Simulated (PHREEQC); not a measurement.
# Polishing slurry liquid: an equilibrium model

A solution holds 0.004 mol H2SO4 and 0.0073 mol KNO3 per kg of water, at 20 °C. It is in equilibrium with CO2 at log p = -1 (atm). Otherwise closed; pH follows from the charge balance.

All values are PHREEQC results (ion-association model, phreeqc.dat), not measurements.

Each row changes one thing in this solution. This is a speciation only: nothing precipitates in the calculation.

```csv
case,pH,ionic strength (mol/kgw),SO4-2 (mol/kgw),HSO4- (mol/kgw),KSO4- (mol/kgw),HCO3- (mol/kgw)
as made,2.21,0.0170,0.00285,0.00107,7.95e-5,2.96e-7
0.00052 mol/kgw HCl added,2.18,0.0174,0.00281,0.00112,7.78e-5,2.77e-7
H2SO4 from 0.004 to 0.002 mol/kgw,2.48,0.0125,0.00161,0.000337,4.81e-5,5.45e-7
temperature from 20 to 75 °C,2.28,0.0148,0.00175,0.00214,0.000110,1.39e-7
0.0055 mol/kgw HF added,2.17,0.0175,0.00280,0.00112,7.75e-5,2.74e-7
KNO3 from 0.0073 to 0.0109 mol/kgw,2.21,0.0206,0.00285,0.00103,0.000114,2.99e-7
```

Complexes and solids missing from the database can't appear. Away from 25 °C the constants follow the database's enthalpies or fits; those with neither stay at their 25 °C values.
